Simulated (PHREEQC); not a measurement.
Alkaline etch or developer

Dissolve 0.018 mol/kgw LiOH, 6e-06 mol/kgw CO2 and 0.00064 mol/kgw Na2CO3 at 25 °C. Closed to the air; pH follows from the charge balance.

The numbers come from PHREEQC with the ion-association model, wateq4f.dat.

```json
{
 "pH": "12.19",
 "ionic_strength": "0.0199 mol/kgw",
 "total_alkalinity": "19.3 meq/kg"
}
```

```
species  molality  activity   log γ
-------  --------  --------  ------
Li+        0.0180    0.0158  -0.056
OH-        0.0180    0.0156  -0.062
Na+       0.00127   0.00111  -0.059
CO3-2    0.000631  0.000372  -0.230
NaCO3-    8.76e-6   7.68e-6  -0.058
HCO3-     5.80e-6   5.08e-6  -0.058
NaHCO3    3.15e-9   3.17e-9   0.002
```

This is a speciation only: nothing precipitates in the calculation.
